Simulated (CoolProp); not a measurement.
Vapour-liquid equilibrium of ethylbenzene (1) + o-xylene (2) at 5.82 kPa; x and y are mole fractions of (1).

Values from CoolProp's multi-fluid Helmholtz-energy mixture model, Zhou 2012 and Zhou 2012; pair parameters Bell 2016.

```tsv
x	bubble temperature, mixture model (K)	bubble temperature, Raoult's law (K)	y, mixture model	y, Raoult's law
0.05	334.2	334.2	0.067	0.067
0.15	333.4	333.4	0.196	0.193
0.25	332.6	332.7	0.317	0.312
0.35	331.8	332.0	0.429	0.423
0.45	331.0	331.3	0.532	0.527
0.55	330.3	330.6	0.628	0.625
0.65	329.7	329.9	0.717	0.717
0.75	329.1	329.3	0.801	0.804
0.85	328.5	328.7	0.881	0.886
0.95	328.0	328.1	0.960	0.963
```

The largest gap from Raoult's law is -0.3 K in bubble temperature, at x = 0.55. No azeotrope shows between x = 0.05 and 0.95.

The pair parameters rest on a limited set of measurements; away from them the model extrapolates.
